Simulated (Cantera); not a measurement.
A Cantera script and its output.

```python
import numpy as np
import cantera as ct

gas = ct.Solution("h2o2.yaml")
gas.TPX = 1100, 1333, {'H2': 0.12, 'O2': 1}
inlet = ct.Reservoir(gas, clone=True)

reactor = ct.IdealGasConstPressureReactor(gas, energy="off", clone=False)
exhaust = ct.Reservoir(gas, clone=True)
tau = [0.66, 0.35, 0.19, 0.1, 0.054, 0.029, 0.016, 0.0083, 0.0044, 0.0024][0]
for a, b in ((inlet, reactor), (reactor, exhaust)):
    ct.MassFlowController(a, b, mdot=lambda t: reactor.mass / tau)
net = ct.ReactorNet([reactor])
show = ['H2', 'O2', 'O', 'H2O2', 'H']

rows = []
print(f"{'tau/s':>10s}{'T/K':>9s}" + "".join(f"{s:>11s}" for s in show))
for tau in [0.66, 0.35, 0.19, 0.1, 0.054, 0.029, 0.016, 0.0083, 0.0044, 0.0024]:
    net.initial_time = 0.0
    net.advance(30 * tau)
    before = gas.X
    net.advance(40 * tau)
    drift = np.max(np.abs(gas.X - before) / (gas.X + 1e-9))
    rows.append([gas.T, *gas[show].X, drift])
    print(f"{tau:10.3e}{gas.T:9.1f}" + "".join(f"{x:11.3e}" for x in gas[show].X))
```

Output:

```
     tau/s      T/K         H2         O2          O       H2O2          H
 6.600e-01   1100.0  5.916e-04  8.833e-01  2.891e-03  2.101e-07  4.667e-04
 3.500e-01   1100.0  8.621e-04  8.817e-01  4.294e-03  2.266e-07  8.634e-04
 1.900e-01   1100.0  1.235e-03  8.795e-01  6.218e-03  2.403e-07  1.545e-03
 1.000e-01   1100.0  1.795e-03  8.761e-01  9.025e-03  2.520e-07  2.797e-03
 5.400e-02   1100.0  2.564e-03  8.717e-01  1.261e-02  2.605e-07  4.814e-03
 2.900e-02   1100.0  3.665e-03  8.660e-01  1.709e-02  2.671e-07  7.986e-03
 1.600e-02   1100.0  5.154e-03  8.595e-01  2.182e-02  2.734e-07  1.223e-02
 8.300e-03   1100.0  7.546e-03  8.525e-01  2.657e-02  2.851e-07  1.793e-02
 4.400e-03   1100.0  1.108e-02  8.474e-01  2.940e-02  3.067e-07  2.334e-02
 2.400e-03   1100.0  1.635e-02  8.456e-01  2.964e-02  3.394e-07  2.709e-02
```

Computed with Cantera and the H2/O2 subset of GRI-Mech 3.0, which has no nitrogen chemistry. Radical loss at walls, strong at low pressure, is not modelled. The temperature is held fixed by assumption; the heat of reaction is taken as removed at once.
